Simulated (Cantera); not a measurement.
# Stirred combustor or abatement burner

A perfectly stirred reactor is fed with 28.3 % CO, 0.876 % H₂, 1.84 % CH₄, 14.0 % O₂, 52.9 % N₂, 2.12 % CO₂, equivalence ratio 1.3, at 10.0 bar; it is adiabatic with a 750 K inlet, and is followed from long to short residence time, starting on the burning branch (τ in s: 0.14, 0.042, 0.013, 0.0039, 0.0012, 0.00036, 0.00011, 3.3e-05, 1e-05).

Detailed kinetics in Cantera: GRI-Mech 3.0 (53 species, 325 reactions).

```json
[
 {"τ (s)": "0.14", "T (K)": "2613", "x CO": "0.100", "x H₂": "0.00276", "x CH₄": "4.49e-8", "x C₂H₂": "4.32e-12", "x H₂O": "0.0460", "x NO": "0.00279", "x CH₂": "2.16e-9"},
 {"τ (s)": "0.042", "T (K)": "2612", "x CO": "0.100", "x H₂": "0.00277", "x CH₄": "1.47e-7", "x C₂H₂": "1.47e-11", "x H₂O": "0.0460", "x NO": "0.00275", "x CH₂": "7.09e-9"},
 {"τ (s)": "0.013", "T (K)": "2608", "x CO": "0.101", "x H₂": "0.00278", "x CH₄": "4.56e-7", "x C₂H₂": "4.98e-11", "x H₂O": "0.0459", "x NO": "0.00265", "x CH₂": "2.19e-8"},
 {"τ (s)": "0.0039", "T (K)": "2596", "x CO": "0.102", "x H₂": "0.00283", "x CH₄": "1.35e-6", "x C₂H₂": "1.69e-10", "x H₂O": "0.0456", "x NO": "0.00237", "x CH₂": "6.49e-8"},
 {"τ (s)": "0.0012", "T (K)": "2565", "x CO": "0.106", "x H₂": "0.00295", "x CH₄": "3.49e-6", "x C₂H₂": "4.50e-10", "x H₂O": "0.0449", "x NO": "0.00182", "x CH₂": "1.62e-7"},
 {"τ (s)": "0.00036", "T (K)": "2498", "x CO": "0.114", "x H₂": "0.00324", "x CH₄": "8.33e-6", "x C₂H₂": "8.68e-10", "x H₂O": "0.0435", "x NO": "0.00106", "x CH₂": "3.38e-7"},
 {"τ (s)": "0.00011", "T (K)": "2384", "x CO": "0.126", "x H₂": "0.00372", "x CH₄": "1.93e-5", "x C₂H₂": "1.38e-9", "x H₂O": "0.0413", "x NO": "0.000471", "x CH₂": "5.86e-7"},
 {"τ (s)": "3.3e-5", "T (K)": "2219", "x CO": "0.144", "x H₂": "0.00433", "x CH₄": "5.02e-5", "x C₂H₂": "2.42e-9", "x H₂O": "0.0386", "x NO": "0.000191", "x CH₂": "9.24e-7"},
 {"τ (s)": "1.0e-5", "T (K)": "1993", "x CO": "0.169", "x H₂": "0.00473", "x CH₄": "0.000172", "x C₂H₂": "6.15e-9", "x H₂O": "0.0362", "x NO": "7.68e-5", "x CH₂": "1.45e-6"}
]
```
x: mole fraction; the columns are a selection and need not sum to one.
